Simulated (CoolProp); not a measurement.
Vapour-liquid equilibrium of acetone (1) + ethanol (2) at 0.644 MPa; x and y are mole fractions of (1).

Computed with CoolProp (multi-fluid Helmholtz-energy mixture model, Lemmon 2006 and Schroeder 2014; pair parameters Bell 2016).

Problem. Give the bubble temperature and the first vapour's composition at x = 0.05, 0.2, 0.8. Is there an azeotrope?

Solution. x = 0.05: 405.6 K, y = 0.088; x = 0.2: 401.6 K, y = 0.293; x = 0.8: 395.4 K, y = 0.805. y crosses x between x = 0.8 and 0.95: the model has an azeotrope there.

The pair parameters rest on a limited set of measurements; away from them the model extrapolates.
